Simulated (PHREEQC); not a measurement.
A PHREEQC input (ion-association model, wateq4f.dat):

```
SOLUTION 1
  temp 25
  units mg/kgw
  pH 6.2 charge
  pe -1.2
  Na 1640
  K 264
  Ca 142
  Mg 186
  Cl 3570
  S(6) 160 as SO4
  Alkalinity 13.9 as HCO3
  Mn(2) 72
END
USE solution 1
EQUILIBRIUM_PHASES 1
  Quartz 0 0.5
  CO2(g) -2.5 10
END
```

It stops with these messages:

```
ERROR: pH adustment cannot attain charge balance when alkalinity is fixed.
ERROR: Program terminating due to input errors.
```

The fault: pH asked from the charge balance while alkalinity is fixed. The line should read `pH 6.2` where the input has `pH 6.2 charge`. With the mend the run ends at pH 6.52 and ionic strength 0.116 mol/kgw.
